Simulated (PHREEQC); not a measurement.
Dissolve 0.038 mol HF, 0.19 mol NaF, 1.8e-06 mol H4SiO4 and 9.9e-05 mol H2SO4 per kg of water at 25 °C. Closed to the air; pH follows from the charge balance.

Model: ion-association model, phreeqc.dat, run in PHREEQC.

This is a speciation only: nothing precipitates in the calculation.

Q: Order these F species by the share of F that they hold, largest first: HF, NaF, HF2-, F-.

A: F- (73 %), HF2- (13 %), HF (10 %), NaF (3.9 %)

The pH is 3.87 and the ionic strength 0.181 mol/kgw. Species that the database lacks are ignored. SiF6-2 is the database's only silicon fluoride.
